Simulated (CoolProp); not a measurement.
Vapour pressure (kPa) of dimethyl ether: the reference equation beside estimates from Tc = 127.2 °C, pc = 5337 kPa, ω = 0.196. Clausius-Clapeyron is anchored at 29.95 °C with a constant enthalpy of vaporisation of 18.10 kJ/mol.

Model: reference Helmholtz-energy equation of state, Wu 2011, in CoolProp.

```
T (°C)  reference  Lee-Kesler  Clausius-Clapeyron  Soave-Redlich-Kwong  Peng-Robinson
------  ---------  ----------  ------------------  -------------------  -------------
26.85       622.4       625.2               630.5                626.0          620.5
29.95       679.1       682.5               679.1                683.7          677.2
33.15       741.6       745.6               732.0                    …          739.8
36.25       806.2       810.7               786.0                813.1          804.5
39.45       877.1       882.2               844.7                885.4          875.7
42.55       950.1       955.8               904.5                959.9          949.0
45.65        1028        1034               967.2                 1039           1027
48.85        1112        1119                   …                 1125           1112
51.95        1199           …                1104                 1214           1200
```

Question: Complete the blanks.

Answer: 
- 33.15, Soave-Redlich-Kwong: 747.3
- 48.85, Clausius-Clapeyron: 1035
- 51.95, Lee-Kesler: 1206

Absolute difference from the reference over all 9 rows, mean and median: Lee-Kesler 0.6 and 0.6 %, Clausius-Clapeyron 3.8 and 3.7 %, Soave-Redlich-Kwong 0.9 and 0.9 %, Peng-Robinson 0.2 and 0.2 %.
